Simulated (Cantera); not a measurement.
Cantera with NASA thermochemical tables; ideal gases at 1 bar, condensed phases pure. Values are per mole of reaction as written; species without (g) are pure solids or liquids, kept so even where they would boil at 1 bar.

Task: Between 825 and 1325 K, where is each reaction favourable under standard conditions?
- 2 Ti₃O₅ → O(g) + 3 Ti₂O₃

Result: 
- 2 Ti₃O₅ → O(g) + 3 Ti₂O₃: ΔG° is 506 kJ at 825 K and 442 kJ at 1325 K; it stays positive (K < 1). ΔH° is 620 kJ and ΔS° 134 J/K at 1325 K.
